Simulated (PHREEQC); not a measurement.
Dissolve 0.0082 mol H3BO3 and 7.9e-05 mol Na2SiO3 per kg of water at 31 °C. Closed to the air; pH follows from the charge balance.

The numbers come from PHREEQC with the Pitzer model, pitzer.dat.

```
quantity                    before    after
------------------------  --------  -------
pH                            7.52     5.66
ionic strength (mol/kgw)  0.000158  2.18e-6
```

Q: Name the change that produced these shifts.
A. Na2SiO3 from 7.9e-05 to 0.000395 mol/kgw
B. Na2SiO3 left out
C. H3BO3 from 0.0082 to 0.082 mol/kgw
D. diluted 5-fold with water
E. H3BO3 left out

A: B, Na2SiO3 left out

No solid was allowed to form.
